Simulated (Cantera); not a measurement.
Feed: 1 mol Al, 1.4 mol H2O, 840 mol H2, held at 1800 K and 2.10 mbar.

These are equilibrium values from Cantera (NASA tables, ideal gas, pure condensed phases), not measurements of a reactor. Candidate condensed phases: Al, Al2O3, H2O; 19 gas species. Rates play no part.

Base state: H2 0.992, H 0.00778, Al 0.000120, H2O 9.42e-5, Al2O 1.37e-5 (mole fractions); condensed: Al2O3(s).

### Question
What changes in the equilibrium state with this change: temperature from 1800 K to 1200 K?

### Answer
| species | before | after |
|---|---|---|
| H2 | 0.992 | 1.000 |
| Al | 0.000120 | 1.27e-5 |
| H | 0.00778 | 4.31e-6 |
| H2O | 9.42e-5 | <1e-9 |
| Al2O | 1.37e-5 | 2.24e-6 |
| Al2O3(s), mol | 0.435 | 0.466 |
| Al(l), mol | 0 | 0.0510 |
Mutual solubility and eutectic melting of coexisting phases are not modelled.
